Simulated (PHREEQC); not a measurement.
Synthetic water in mg/kgw, 83 °C, pH 3.14, pe 10.9:

| constituent | mg/kgw |
|---|---|
| Na | 2630 |
| K | 289 |
| Ca | 162 |
| Mg | 180 |
| Cl | 1350 |
| S(6) as SO4 | 5120 |
| Cd | 10.8 |
| Si as SiO2 | 2.4 |

Valence states are taken as typed.

The numbers come from PHREEQC with the ion-association model, phreeqc.dat.

```
Item                          Value
--------------------  -------------
ionic strength        0.160 mol/kgw
specific conductance    29000 µS/cm
density                 0.978 g/cm³
total alkalinity       -5.07 meq/kg
charge-balance error          2.2 %
```

| species | molality | activity | log γ |
|---|---|---|---|
| Na+ | 0.107 | 0.0787 | -0.135 |
| Cl- | 0.0380 | 0.0268 | -0.152 |
| SO4-2 | 0.0343 | 0.00955 | -0.555 |
| NaSO4- | 0.00696 | 0.00513 | -0.133 |
| K+ | 0.00643 | 0.00451 | -0.154 |
| MgSO4 | 0.00523 | 0.00543 | 0.016 |
| HSO4- | 0.00412 | 0.00300 | -0.137 |
| Ca+2 | 0.00235 | 0.000705 | -0.522 |
| Mg+2 | 0.00217 | 0.000694 | -0.495 |
| CaSO4 | 0.00166 | 0.00172 | 0.016 |
| KSO4- | 0.000960 | 0.000707 | -0.133 |
| H+ | 0.000920 | 0.000724 | -0.104 |
| H4SiO4 | 3.99e-5 | 4.14e-5 | 0.016 |
| CaHSO4+ | 3.49e-5 | 2.55e-5 | -0.137 |
| CdCl+ | 3.14e-5 | 2.29e-5 | -0.137 |

Precipitation was switched off in this run. At this temperature some constants are extrapolated from 25 °C, and those without enthalpy data are left unchanged.
